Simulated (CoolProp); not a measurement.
Vapour-liquid equilibrium of CH2F2 (R32) (1) + isobutane (2) at 3.35 °C; x and y are mole fractions of (1).

Values from CoolProp's multi-fluid Helmholtz-energy mixture model, Tillner-Roth 1997 and Bücker 2006; pair parameters Bell 2016.

Question: Give the bubble pressure and the first vapour's composition at x = 0.35, 0.5, 0.65. Is there an azeotrope?

Answer: x = 0.35: 0.8615 MPa, y = 0.806; x = 0.5: 0.9071 MPa, y = 0.821; x = 0.65: 0.9239 MPa, y = 0.830. y crosses x between x = 0.8 and 0.95: the model has an azeotrope there.

Pair parameters are fitted to limited data, so mixtures are less certain than the pure fluids. With so large a gap from Raoult's law the liquid may split in two, which this calculation doesn't test in full.
